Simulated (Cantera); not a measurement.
A perfectly stirred reactor is fed with H2 : O2 : N2 = 1.5 : 1 : 1.8 (molar parts), at 420 Torr; it is held at 1025 K, and followed from long to short residence time.

Cantera simulation using GRI-Mech 3.0 (53 species, 325 reactions); the numbers are that mechanism's predictions, not measurements. The temperature is held fixed by assumption; the heat of reaction is taken as removed at once.

What does this change do: temperature 1025 to 1298 K?


| quantity | before | after |
|---|---|---|
| x(H2) at τ = 2.50 s | 0.00949 | 0.000101 |
| x(O2) at τ = 2.50 s | 0.0748 | 0.0704 |
| x(N2O) at τ = 2.50 s | 1.17e-7 | 3.99e-7 |
| x(OH) at τ = 2.50 s | 1.94e-6 | 0.000212 |
| x(HO2) at τ = 2.50 s | 5.09e-5 | 3.01e-6 |
| x(H2) at τ = 48.0 ms | 0.0664 | 0.00139 |
| x(O2) at τ = 48.0 ms | 0.101 | 0.0708 |
| x(N2O) at τ = 48.0 ms | 2.52e-8 | 2.71e-7 |
| x(OH) at τ = 48.0 ms | 1.16e-5 | 0.000795 |
| x(HO2) at τ = 48.0 ms | 0.000136 | 2.64e-5 |

What does this change do: pressure from 420 Torr to 113 Torr?


```json
[
 {"quantity": "x(H2) at τ = 2.50 s", "before": "0.00949", "after": "0.000987"},
 {"quantity": "x(O2) at τ = 2.50 s", "before": "0.0748", "after": "0.0708"},
 {"quantity": "x(N2O) at τ = 2.50 s", "before": "1.17e-7", "after": "8.35e-8"},
 {"quantity": "x(OH) at τ = 2.50 s", "before": "1.94e-6", "after": "8.49e-5"},
 {"quantity": "x(HO2) at τ = 2.50 s", "before": "5.09e-5", "after": "1.40e-5"},
 {"quantity": "x(H2) at τ = 48.0 ms", "before": "0.0664", "after": "0.00920"},
 {"quantity": "x(O2) at τ = 48.0 ms", "before": "0.101", "after": "0.0745"},
 {"quantity": "x(N2O) at τ = 48.0 ms", "before": "2.52e-8", "after": "2.96e-8"},
 {"quantity": "x(OH) at τ = 48.0 ms", "before": "1.16e-5", "after": "0.000446"},
 {"quantity": "x(HO2) at τ = 48.0 ms", "before": "0.000136", "after": "3.06e-5"}
]
```

What does this change do: pressure from 420 Torr to 180 Torr?


```csv
quantity,before,after
x(H2) at τ = 2.50 s,0.00949,0.00191
x(O2) at τ = 2.50 s,0.0748,0.0713
x(N2O) at τ = 2.50 s,1.17e-7,1.11e-7
x(OH) at τ = 2.50 s,1.94e-6,2.53e-5
x(HO2) at τ = 2.50 s,5.09e-5,2.47e-5
x(H2) at τ = 48.0 ms,0.0664,0.0105
x(O2) at τ = 48.0 ms,0.101,0.0751
x(N2O) at τ = 48.0 ms,2.52e-8,4.76e-8
x(OH) at τ = 48.0 ms,1.16e-5,0.000228
x(HO2) at τ = 48.0 ms,0.000136,4.66e-5
```
